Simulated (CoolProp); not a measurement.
Vapour-liquid equilibrium of hydrogen sulfide (1) + benzene (2) at 300.4 K; x and y are mole fractions of (1).

Values from CoolProp's multi-fluid Helmholtz-energy mixture model, Lemmon 2006 and Thol 2012; pair parameters Bell 2016.

Question: Give the bubble pressure and the first vapour's composition at x = 0.05, 0.2, 0.65. Is there an azeotrope?

Answer: x = 0.05: 0.1099 MPa, y = 0.874; x = 0.2: 0.3879 MPa, y = 0.967; x = 0.65: 1.284 MPa, y = 0.994. No azeotrope shows between x = 0.05 and 0.95.

The pair parameters rest on a limited set of measurements; away from them the model extrapolates.
